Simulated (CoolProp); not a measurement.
Properties of C3F8 (R218) along the isobar 0.731 MPa (Tc = 345.0 K, pc = 2.640 MPa, ω = 0.317).

Values from CoolProp's reference Helmholtz-energy equation of state, Lemmon 2006. It is a short technical equation, of lower accuracy than the large ones.

```tsv
T (K)	phase	Joule-Thomson coefficient (K/MPa)	Prandtl number
167.5	liquid	-0.4380	21.0
181.2	liquid	-0.4154	15.2
194.9	liquid	-0.3891	(withheld)
208.6	liquid	-0.3581	9.56
222.2	liquid	-0.3213	(withheld)
235.9	liquid	-0.2758	6.92
249.6	liquid	-0.2178	6.09
263.3	liquid	-0.1404	5.45
277	liquid	(withheld)	4.94
```

Task: Complete the blanks.

Result: 
- 194.9, Prandtl number: 11.8
- 222.2, Prandtl number: 8.03
- 277, Joule-Thomson coefficient (K/MPa): -0.03036

Viscosity comes from a separate model (Huber 2003), an estimate that may be off by 10 % or more. Thermal conductivity comes from a separate model (Huber 2003), an estimate that may be off by 10 % or more.
